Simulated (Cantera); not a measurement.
Charge: 1 mol HgO, 1.3 mol O2, 1.7 mol N2, a varied amount of H2, held at 101000 Pa.

Method: chemical equilibrium by Gibbs-energy minimisation in Cantera with the NASA 1993 tables (ideal gas, pure condensed phases). Candidate condensed phases: H2O, Hg, HgO; 25 gas species. Equilibrium is a limit: real reactors are often held back by kinetics, nucleation or transport.

### Question
What condenses at these points (T in K, n(H2) in mol): (850, 3.9); (1150, 3.1); (450, 0.72); (950, 0.35); (450, 3.9); (450, 3.1); (1050, 0.35)?

### Answer
| T (K) | n(H2) in mol | condensed phases | Hg condensed (%) |
|---|---|---|---|
| 850 | 3.9 | gas only | 0.0 |
| 1150 | 3.1 | gas only | 0.0 |
| 450 | 0.72 | HgO | 100.0 |
| 950 | 0.35 | gas only | 0.0 |
| 450 | 3.9 | Hg | 94.2 |
| 450 | 3.1 | Hg + HgO | 95.0 |
| 1050 | 0.35 | gas only | 0.0 |
